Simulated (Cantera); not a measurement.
Cantera run:

```python
import numpy as np
import cantera as ct

gas_names = """
    B BH BH2 BH3 BN B2 H H2 N NH NH2 NH3 N2 N2H2 N2H4
""".split()
cond_names = """
    B(b) B(L) BN(s)
""".split()


def load(file, names, dense=False):
    # The tables refer to 1 bar. Condensed volumes are neglected.
    table = {s.name: s for s in ct.Species.list_from_file(file)}
    out = []
    for n in names:
        d = dict(table[n].input_data)
        d["thermo"] = dict(d["thermo"], **{"reference-pressure": 1e5})
        if dense:
            d["equation-of-state"] = {"model": "constant-volume", "density": "1e6 g/cm^3"}
        out.append(ct.Species.from_dict(d))
    return out


gas = ct.Solution(thermo="ideal-gas", species=load("nasa_gas.yaml", gas_names))
cond = {s.name: ct.Solution(thermo="fixed-stoichiometry", species=[s], name=s.name)
        for s in load("nasa_condensed.yaml", cond_names, dense=True)}
atoms = {
    'B': {'B': 1},
    'H2': {'H': 2},
    'N2': {'N': 2},
}
top_T = {'BN(s)': 3200}  # K; cautious upper limits of use, not melting points


def equilibrate(T, P, feed):
    n = {}
    for name, mol in feed.items():
        for a, k in atoms[name].items():
            n[a] = n.get(a, 0.0) + k * mol
    gas.TPX = T, P, n
    mass = sum(n.values()) * gas.mean_molecular_weight
    gas.equilibrate("TP")
    valid = [c for c in cond.values() if c.min_temp <= T <= top_T.get(c.name, c.max_temp)]
    mix = ct.Mixture([(gas, mass / gas.mean_molecular_weight)] + [(c, 0.0) for c in valid])
    mix.T, mix.P = T, P
    mix.equilibrate("TP", solver="vcs", rtol=1e-11, max_steps=5000)
    return mix


results = []
feed = {'B': 1, 'H2': 51, 'N2': 0.28}  # mol
T = 1423  # K
P = 73  # Pa
mix = equilibrate(T, P, feed)
results.append((T, P, feed, dict(zip(mix.species_names, mix.species_moles))))
print(gas.report(threshold=1e-06))
for i in range(1, mix.n_phases):
    print(f"{mix.phase(i).name:16s} {mix.phase_moles(i):12.5e} mol")
```

It prints:

```
       temperature   1423 K
          pressure   73 Pa
           density   1.2438e-05 kg/m^3
  mean mol. weight   2.0158 kg/kmol
   phase of matter   gas

                          1 kg             1 kmol
                     ---------------   ---------------
          enthalpy         1.682e+07        3.3906e+07  J
   internal energy        1.0951e+07        2.2074e+07  J
           entropy         1.177e+05        2.3726e+05  J/K
    Gibbs function       -1.5067e+08       -3.0372e+08  J
 heat capacity c_p             15896             32043  J/K
 heat capacity c_v             11771             23729  J/K

                      mass frac. Y      mole frac. X     chem. pot. / RT
                     ---------------   ---------------   ---------------
               BH2        2.7136e-05        4.2649e-06           -28.119
                 H        0.00012292        0.00024581           -12.837
                H2           0.99984           0.99975           -25.673
     [  +12 minor]        1.2648e-05        9.6728e-07

B(b)              4.39864e-01 mol
BN(s)             5.59913e-01 mol
```

Cantera equilibrium calculation (NASA polynomials, part measured and part estimated; ideal gas, pure solids and liquids). N2 is the only nitrogen source here; it is nearly inert below about 1500 K, so the nitride shown seldom forms there in practice. Mutual solubility and eutectic melting of coexisting phases are not modelled.
